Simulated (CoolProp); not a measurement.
Aqueous calcium chloride as a coolant, at 8 °C, 1 atm.

Values from CoolProp's Melinder's fits for secondary coolants.

```tsv
mass %	freezing point (°C)	density (kg/m³)	Prandtl number	cp (kJ/(kg K))	conductivity (W/(m K))
2.5	-1.1	1019	10.3	4.030	0.575
6.8	-3.4	1057	10.7	3.768	0.571
11.1	-6.8	1097	11.3	3.522	0.567
15.4	-11.5	1138	12.3	3.294	0.562
19.7	-17.8	1180	14.0	3.092	0.558
24	-26.4	1224	16.5	2.926	0.552
28.3	-40.2	1269	20.5	2.789	0.546
```
